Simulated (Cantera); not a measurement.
A freely propagating, adiabatic, planar premixed flame of CH₄ : H₂ : O₂ : N₂ = 1 : 0.39 : 2.49 : 9.38 (molar parts), unburnt at 600 K and 9.87 atm; mixture-averaged transport, grid criteria slope 0.08 and curve 0.16, no radiation.

Detailed kinetics in Cantera: GRI-Mech 3.0 (53 species, 325 reactions). Burning velocities carry a grid error of a few per cent, more on coarse grids.

Problem. What does this change do: inlet temperature 600 to 350 K?

Solution. 
```json
[
 {"quantity": "laminar burning velocity", "before": "58.2 cm/s", "after": "18.4 cm/s"},
 {"quantity": "thermal thickness", "before": "0.0606 mm", "after": "0.0927 mm"},
 {"quantity": "peak x(C₂H₆)", "before": "0.000505", "after": "0.000392"},
 {"quantity": "peak x(C₂H₂)", "before": "9.19e-5", "after": "7.22e-5"},
 {"quantity": "peak x(O)", "before": "0.00154", "after": "0.000785"}
]
```

Problem. What does this change do: 0.18 parts H2O added?

Solution. 
```csv
quantity,before,after
laminar burning velocity,58.2 cm/s,54.4 cm/s
thermal thickness,0.0606 mm,0.0641 mm
peak x(C₂H₆),0.000505,0.000490
peak x(C₂H₂),9.19e-5,9.62e-5
peak x(O),0.00154,0.00135
```
